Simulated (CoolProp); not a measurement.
Values from CoolProp's reference Helmholtz-energy equation of state, Wu 2011.

Task: Give the vapour pressure (MPa), liquid density (kg/m³), vapour density (kg/m³), surface tension (mN/m) of saturated dimethyl ether at 36.35 °C.

Result: 
| T (°C) | p (MPa) | liquid density (kg/m³) | vapour density (kg/m³) | surface tension (mN/m) |
|---|---|---|---|---|
| 36.35 | 0.808 | 643 | 16.9 | 9.76 |

Surface tension comes from a separate correlation (Mulero 2012).
